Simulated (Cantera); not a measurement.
An isothermal, constant-pressure homogeneous reactor starts with CH4 : H2 = 1 : 47 (molar parts), at 1748 K and 0.0210 bar. Integrator tolerance rtol = 1e-08.

Model: GRI-Mech 3.0 (53 species, 325 reactions), integrated in Cantera. GRI-Mech 3.0 stops at C3 and has no aromatics, soot or wall deposition, so with more carbon than oxygen in the feed, carbon stays in small species such as C2H2 where larger ones or solid carbon would form. Radical loss at walls, strong at low pressure, is not modelled.

Question: What does this change do: 0.13 parts H2O added?

Answer: 
```
quantity                                              before                                      after
-----------------  -----------------------------------------  -----------------------------------------
x(CH4) at 90.0 s   0.000180 (gas-phase equilibrium 0.000178)  0.000280 (gas-phase equilibrium 0.000165)
x(H2) at 90.0 s          0.988 (gas-phase equilibrium 0.988)        0.987 (gas-phase equilibrium 0.987)
x(CH3) at 90.0 s     5.83e-6 (gas-phase equilibrium 5.75e-6)    9.03e-6 (gas-phase equilibrium 5.34e-6)
x(C2H6) at 90.0 s  2.55e-10 (gas-phase equilibrium 2.51e-10)  4.72e-10 (gas-phase equilibrium 2.16e-10)
x(C2H2) at 90.0 s      0.0101 (gas-phase equilibrium 0.0101)    0.00880 (gas-phase equilibrium 0.00873)
x(H) at 90.0 s       0.00158 (gas-phase equilibrium 0.00158)    0.00158 (gas-phase equilibrium 0.00158)
x(C2H) at 90.0 s     1.12e-7 (gas-phase equilibrium 1.12e-7)    9.80e-8 (gas-phase equilibrium 9.73e-8)
```
